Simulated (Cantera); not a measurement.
What does this Cantera script print?

```python
import numpy as np
import cantera as ct

gas_names = [...]  # 116 gases of nasa_gas.yaml made of C, H, Mg, O
cond_names = """
    C(gr) C6H6(L) C7H8(L) C8H18(L),n-octa H2O(s) H2O(L) Mg(cr) Mg(L) MgCO3(s) MgO(s) MgO(L) MgO2H2(s)
""".split()


# ... load() reads the species with a 1 bar reference pressure and builds the phases ...
atoms = {
    'Mg(OH)2': {'Mg': 1, 'O': 2, 'H': 2},
    'H2O': {'H': 2, 'O': 1},
    'CO2': {'C': 1, 'O': 2},
}
top_T = {'C(gr)': 4500}  # K; cautious upper limits of use, not melting points


# ... equilibrate(T, P, feed) seeds the gas with the atoms and calls Mixture.equilibrate('TP', solver="vcs", rtol=1e-11, max_steps=5000) ...
results = []
feed = {'Mg(OH)2': 1, 'H2O': 0.062, 'CO2': 0.015}  # mol
P = 570  # Pa
for T in [1475, 1525, 1575, 1625, 1675, 1725, 1775, 1825, 1875, 1925]:
    mix = equilibrate(T, P, feed)
    results.append((T, P, feed, dict(zip(mix.species_names, mix.species_moles))))

top = {s: max(r[3][s] / sum(r[3][g] for g in gas_names) for r in results) for s in gas_names}
cols = sorted((s for s in top if top[s] > 0.001), key=lambda s: -top[s])[:7]
seen = [c for c in cond_names if any(r[3].get(c, 0) > 1e-12 for r in results)]
print("log10 of partial pressures in bar; condensed amounts in mol")
print(f"{'T/K':>10s}" + "".join(f"{s[:9]:>10s}" for s in cols + seen))
for T, P, feed, n in results:
    ng = sum(n[g] for g in gas_names)
    print(f"{T:10.4g}" + "".join(f"{np.log10(max(n[s] / ng * P / 1e5, 1e-99)):10.3f}" for s in cols)
          + "".join(f"{n.get(c, 0):10.4g}" for c in seen))
```

It prints:

```
log10 of partial pressures in bar; condensed amounts in mol
       T/K       H2O        H2       CO2        O2        OH         H        CO    MgO(s)
      1475    -2.251    -5.307    -4.101    -5.630    -6.066    -7.540    -6.762         1
      1525    -2.251    -5.112    -4.102    -5.438    -5.829    -7.182    -6.533         1
      1575    -2.252    -4.931    -4.103    -5.259    -5.608    -6.847    -6.320         1
      1625    -2.253    -4.760    -4.105    -5.090    -5.400    -6.531    -6.120         1
      1675    -2.254    -4.599    -4.108    -4.932    -5.204    -6.235    -5.933         1
      1725    -2.255    -4.448    -4.112    -4.784    -5.021    -5.955    -5.759         1
      1775    -2.257    -4.306    -4.117    -4.644    -4.848    -5.692    -5.596         1
      1825    -2.260    -4.173    -4.124    -4.512    -4.685    -5.442    -5.443         1
      1875    -2.263    -4.046    -4.133    -4.388    -4.532    -5.207    -5.302         1
      1925    -2.268    -3.928    -4.146    -4.272    -4.387    -4.983    -5.171    0.9999
```

Method: chemical equilibrium by Gibbs-energy minimisation in Cantera with the NASA 1993 tables (ideal gas, pure condensed phases).
